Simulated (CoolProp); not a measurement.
R134a along the isobar 18.3 bar: fugacity coefficient from the reference equation and from simpler models built on Tc = 101.1 °C, pc = 40.59 bar, ω = 0.327; each cubic takes its own stable root.

Computed with CoolProp (reference Helmholtz-energy equation of state, Tillner-Roth 1994).

```json
[
 {"T (°C)": "45.85", "phase": "liquid", "reference": "0.5411"},
 {"T (°C)": "57.05", "phase": "liquid", "reference": "0.6802"},
 {"T (°C)": "68.15", "phase": "gas", "reference": "0.7804"},
 {"T (°C)": "79.25", "phase": "gas", "reference": "0.8054"},
 {"T (°C)": "90.45", "phase": "gas", "reference": "0.8268"},
 {"T (°C)": "101.55", "phase": "gas", "reference": "0.8449"},
 {"T (°C)": "112.65", "phase": "gas", "reference": "0.8607"},
 {"T (°C)": "123.85", "phase": "gas", "reference": "0.8746"},
 {"T (°C)": "134.95", "phase": "gas", "reference": "0.8867"}
]
```

How far does each simpler model (Soave-Redlich-Kwong, Peng-Robinson) lie from the reference over these 9 states: mean and median of the absolute difference, and the worst?


- Soave-Redlich-Kwong: mean 1.4 %, median 0.9 %, worst +3.5 % at 45.85 °C and 18.3 bar
- Peng-Robinson: mean 0.8 %, median 0.9 %, worst -1.1 % at 123.85 °C and 18.3 bar
